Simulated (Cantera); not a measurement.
Gas activation for diamond growth

An isothermal, constant-pressure homogeneous reactor starts with 1.19 % CH₄, 98.8 % H₂, at 1925 K and 0.168 atm.

Cantera simulation using GRI-Mech 3.0 (53 species, 325 reactions); the numbers are that mechanism's predictions, not measurements. GRI-Mech 3.0 stops at C3 and has no aromatics, soot or wall deposition, so with more carbon than oxygen in the feed, carbon stays in small species such as C2H2 where larger ones or solid carbon would form.

| t (s) | x CH₄ | x H₂ | x CH₃ | x C₂H₂ | x C₂H₄ | x CH₂ | x C₂H₆ |
|---|---|---|---|---|---|---|---|
| 0.000100 | 0.0118 | 0.988 | 2.99e-5 | 9.01e-10 | 2.19e-8 | 4.40e-9 | 5.76e-9 |
| 0.000303 | 0.0118 | 0.988 | 8.77e-5 | 9.86e-8 | 5.14e-7 | 3.92e-8 | 5.63e-8 |
| 0.000920 | 0.0116 | 0.987 | 0.000242 | 9.00e-6 | 6.45e-6 | 3.00e-7 | 3.46e-7 |
| 0.00279 | 0.0109 | 0.986 | 0.000445 | 0.000210 | 1.61e-5 | 1.04e-6 | 8.37e-7 |
| 0.00847 | 0.00921 | 0.987 | 0.000413 | 0.00108 | 1.44e-5 | 1.07e-6 | 6.78e-7 |
| 0.0257 | 0.00617 | 0.989 | 0.000280 | 0.00265 | 1.03e-5 | 7.54e-7 | 3.10e-7 |
| 0.0779 | 0.00305 | 0.990 | 0.000141 | 0.00426 | 8.86e-6 | 3.92e-7 | 7.73e-8 |
| 0.236 | 0.00121 | 0.991 | 5.61e-5 | 0.00522 | 9.32e-6 | 1.60e-7 | 1.26e-8 |
| 0.717 | 0.000484 | 0.992 | 2.26e-5 | 0.00559 | 9.78e-6 | 6.51e-8 | 2.34e-9 |
| 2.17 | 0.000314 | 0.992 | 1.47e-5 | 0.00568 | 9.91e-6 | 4.24e-8 | 1.21e-9 |
| 6.59 | 0.000307 | 0.992 | 1.43e-5 | 0.00568 | 9.92e-6 | 4.15e-8 | 1.17e-9 |
| 20.0 | 0.000307 | 0.992 | 1.43e-5 | 0.00568 | 9.92e-6 | 4.15e-8 | 1.17e-9 |
x: mole fraction; the columns are a selection and need not sum to one.

Equilibrium at this temperature and pressure: CH₄ 0.000307, H₂ 0.992, CH₃ 1.43e-5, C₂H₂ 0.00568, C₂H₄ 9.92e-6, CH₂ 4.15e-8, C₂H₆ 1.17e-9 (gas phase only).
